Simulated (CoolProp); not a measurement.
Isopentane along the isotherm 159.35 °C: Z from the reference equation and from simpler models built on Tc = 187.2 °C, pc = 33.78 bar, ω = 0.227; each cubic takes its own stable root.

The numbers come from the reference Helmholtz-energy equation of state, Lemmon 2006 in CoolProp. It is a short technical equation, of lower accuracy than the large ones.

```tsv
p (bar)	phase	reference	van der Waals	Redlich-Kwong	Peng-Robinson
30.7	liquid	0.1415	0.2268	0.1727	0.1476
61.4	liquid	0.2660	0.3924	0.3039	0.2655
92.1	liquid	?	0.5526	0.4265	0.3754
123	liquid	?	0.7081	0.5441	0.4808
154	liquid	0.6111	0.8599	?	?
184	liquid	0.7172	1.004	0.7649	?
215	liquid	0.8247	1.150	0.8730	0.7763
246	liquid	0.9304	1.294	?	0.8718
276	liquid	1.031	1.431	1.080	0.9628
307	liquid	1.134	1.572	1.183	?
338	liquid	1.235	1.711	1.285	1.147
```

Question: Fill in the missing entries.

Answer: 
- 92.1, reference: 0.3842
- 123, reference: 0.4991
- 154, Redlich-Kwong: 0.6579
- 154, Peng-Robinson: 0.5829
- 184, Peng-Robinson: 0.6791
- 246, Redlich-Kwong: 0.9791
- 307, Peng-Robinson: 1.055
